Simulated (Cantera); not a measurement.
What does this Cantera script print?

```python
import numpy as np
import cantera as ct

gas_names = """
    Fe H H2 H2S N NH NH2 NH3 N2 N2H2 N2H4 S SH SN S2 S8
""".split()
cond_names = """
    Fe(a) Fe(c) Fe(d) Fe(L) FeS(a) FeS(b) FeS(c) FeS(L) FeS2(s) S(cr1) S(cr2) S(L)
""".split()


# ... load() reads the species with a 1 bar reference pressure and builds the phases ...
atoms = {
    'FeS2': {'Fe': 1, 'S': 2},
    'H2S': {'H': 2, 'S': 1},
    'N2': {'N': 2},
}
top_T = {'FeS2(s)': 1010}  # K; cautious upper limits of use, not melting points


# ... equilibrate(T, P, feed) seeds the gas with the atoms and calls Mixture.equilibrate('TP', solver="vcs", rtol=1e-11, max_steps=5000) ...
results = []
T = 975  # K
P = 110000  # Pa
for m in [4.5, 7.7, 11, 14, 18, 21, 24, 27, 31, 34]:
    feed = {'FeS2': 1, 'H2S': 0.13, 'N2': m}  # mol
    mix = equilibrate(T, P, feed)
    results.append((T, P, feed, dict(zip(mix.species_names, mix.species_moles))))
    x = sorted(zip(gas.X, gas.species_names), reverse=True)
    print(f"T = {T:g} K  P = {P:g} Pa  n(N2) = {m:g} mol  gas = {mix.phase_moles(0):.4g} mol")
    print("   x: " + "  ".join(f"{s} {v:.3e}" for v, s in x if v > 0.001))
    print("   condensed (mol): " + ("  ".join(f"{mix.phase(i).name} {mix.phase_moles(i):.4g}"
          for i in range(1, mix.n_phases) if mix.phase_moles(i) > 1e-12) or "none"))
```

Output:

```
T = 975 K  P = 110000 Pa  n(N2) = 4.5 mol  gas = 5.131 mol
   x: N2 8.770e-01  S2 9.765e-02  H2S 2.491e-02
   condensed (mol): FeS(c) 1
T = 975 K  P = 110000 Pa  n(N2) = 7.7 mol  gas = 8.331 mol
   x: N2 9.242e-01  S2 6.018e-02  H2S 1.527e-02
   condensed (mol): FeS(c) 1
T = 975 K  P = 110000 Pa  n(N2) = 11 mol  gas = 11.63 mol
   x: N2 9.457e-01  S2 4.313e-02  H2S 1.090e-02
   condensed (mol): FeS(c) 1
T = 975 K  P = 110000 Pa  n(N2) = 14 mol  gas = 14.63 mol
   x: N2 9.568e-01  S2 3.430e-02  H2S 8.636e-03
   condensed (mol): FeS(c) 1
T = 975 K  P = 110000 Pa  n(N2) = 18 mol  gas = 18.63 mol
   x: N2 9.661e-01  S2 2.694e-02  H2S 6.757e-03
   condensed (mol): FeS(c) 1
T = 975 K  P = 110000 Pa  n(N2) = 21 mol  gas = 21.63 mol
   x: N2 9.708e-01  S2 2.321e-02  H2S 5.806e-03
   condensed (mol): FeS(c) 1
T = 975 K  P = 110000 Pa  n(N2) = 24 mol  gas = 24.63 mol
   x: N2 9.743e-01  S2 2.039e-02  H2S 5.087e-03
   condensed (mol): FeS(c) 1
T = 975 K  P = 110000 Pa  n(N2) = 27 mol  gas = 27.63 mol
   x: N2 9.771e-01  S2 1.818e-02  H2S 4.525e-03
   condensed (mol): FeS(c) 1
T = 975 K  P = 110000 Pa  n(N2) = 31 mol  gas = 31.63 mol
   x: N2 9.800e-01  S2 1.589e-02  H2S 3.943e-03
   condensed (mol): FeS(c) 1
T = 975 K  P = 110000 Pa  n(N2) = 34 mol  gas = 34.63 mol
   x: N2 9.817e-01  S2 1.452e-02  H2S 3.594e-03
   condensed (mol): FeS(c) 1
```

Equilibrium computed with Cantera from the NASA thermochemical tables; the gas is ideal and each condensed phase is pure. FeS: taken at fixed stoichiometry. Gases not in the tables: S3 to S7.
